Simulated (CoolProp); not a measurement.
Saturated liquid density (kg/m³) of C2F6 (R116): the reference equation beside estimates from Tc = 19.9 °C, pc = 3048 kPa, ω = 0.257.

Values from CoolProp's reference Helmholtz-energy equation of state, Lemmon 2006. It is a short technical equation, of lower accuracy than the large ones.

```json
[
 {"T (°C)": "-49.75", "reference": "1470", "Redlich-Kwong": "1327", "Soave-Redlich-Kwong": "1389", "Peng-Robinson": "1575"},
 {"T (°C)": "-45.55", "reference": "1448", "Redlich-Kwong": "1301", "Soave-Redlich-Kwong": "1363", "Peng-Robinson": "1547"},
 {"T (°C)": "-41.25", "reference": "1425", "Redlich-Kwong": "1274", "Soave-Redlich-Kwong": "1336", "Peng-Robinson": "1516"},
 {"T (°C)": "-36.95", "reference": "1401", "Redlich-Kwong": "1245", "Soave-Redlich-Kwong": "1308", "Peng-Robinson": "1484"},
 {"T (°C)": "-32.65", "reference": "1376", "Redlich-Kwong": "1216", "Soave-Redlich-Kwong": "1278", "Peng-Robinson": "1451"},
 {"T (°C)": "-28.35", "reference": "1350", "Redlich-Kwong": "1185", "Soave-Redlich-Kwong": "1247", "Peng-Robinson": "1415"},
 {"T (°C)": "-24.05", "reference": "1323", "Redlich-Kwong": "1153", "Soave-Redlich-Kwong": "1213", "Peng-Robinson": "1377"},
 {"T (°C)": "-19.75", "reference": "1294", "Redlich-Kwong": "1119", "Soave-Redlich-Kwong": "1178", "Peng-Robinson": "1337"},
 {"T (°C)": "-15.45", "reference": "1264", "Redlich-Kwong": "1083", "Soave-Redlich-Kwong": "1141", "Peng-Robinson": "1294"},
 {"T (°C)": "-11.15", "reference": "1231", "Redlich-Kwong": "1045", "Soave-Redlich-Kwong": "1101", "Peng-Robinson": "1247"},
 {"T (°C)": "-6.85", "reference": "1197", "Redlich-Kwong": "1005", "Soave-Redlich-Kwong": "1057", "Peng-Robinson": "1197"},
 {"T (°C)": "-2.55", "reference": "1158", "Redlich-Kwong": "961.0", "Soave-Redlich-Kwong": "1010", "Peng-Robinson": "1142"},
 {"T (°C)": "1.65", "reference": "1117", "Redlich-Kwong": "914.3", "Soave-Redlich-Kwong": "959.4", "Peng-Robinson": "1082"}
]
```

Absolute difference from the reference over all 13 rows, mean and median: Redlich-Kwong 13.3 and 12.8 %, Soave-Redlich-Kwong 8.9 and 8.3 %, Peng-Robinson 4.0 and 4.1 %.
